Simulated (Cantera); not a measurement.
Feed: 1 mol (CH3)2SiCl2, 980 mol H2, held at 3.00 mbar.

Cantera equilibrium calculation (NASA polynomials, part measured and part estimated; ideal gas, pure solids and liquids). Candidate condensed phases: C, C6H6, C7H8, C8H18, Si, SiC; 109 gas species. The feed counts by its element totals alone. Kinetics and transport are ignored.

Which condensed phases are stable at each of these points (T (°C)): 1302, 1352, 1402, 1452, 1502, 1552, 1602, 1652, 1702, 1752, 1802?


| T (°C) | condensed phases | Si condensed (%) |
|---|---|---|
| 1302 | C(graphite) + SiC(s) | 100.0 |
| 1352 | C(graphite) + SiC(s) | 99.9 |
| 1402 | C(graphite) + SiC(s) | 99.7 |
| 1452 | C(graphite) + SiC(s) | 99.3 |
| 1502 | C(graphite) + SiC(s) | 98.2 |
| 1552 | C(graphite) + SiC(s) | 95.4 |
| 1602 | C(graphite) + SiC(s) | 88.7 |
| 1652 | C(graphite) + SiC(s) | 73.2 |
| 1702 | C(graphite) + SiC(s) | 38.9 |
| 1752 | C(graphite) | 0.0 |
| 1802 | gas only | 0.0 |

From 1302 °C to 1702 °C the condensed part is C(graphite) + SiC(s). At 1752 °C the condensed part is C(graphite). At 1802 °C nothing is condensed.
